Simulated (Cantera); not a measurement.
Silicon carbide growth: CH₃SiCl₃ + C₂H₄ + H₂

Feed: 1 mol CH₃SiCl₃, 0.28 mol C₂H₄, 1.4 mol H₂, at 1750 °C and 0.950 bar.

Equilibrium computed with Cantera from the NASA thermochemical tables; the gas is ideal and each condensed phase is pure. Candidate condensed phases: C, C₆H₆, C₇H₈, C₈H₁₈, Si, SiC; 109 gas species. The feed counts by its element totals alone. The tables' values for SiCl₃, SiCl are old estimates; treat these amounts as uncertain. Kinetics and transport are ignored.

```
Property                             Result
--------------------------------  ---------
x(H₂)                                 0.472
x(HCl)                                0.454
x(SiCl₂)                             0.0607
x(SiCl₃)                            0.00828
x(H)                                0.00134
x(SiCl₄)                            0.00125
x(Cl)                              0.000957
x(SiHCl₃)                          0.000533
x(C₂H₂ (acetylene))                0.000422
n(C(graphite))                    0.905 mol
n(SiC(s))                         0.650 mol
gas amount                        4.936 mol
log10 activity of Si(l) (absent)      -1.22
```
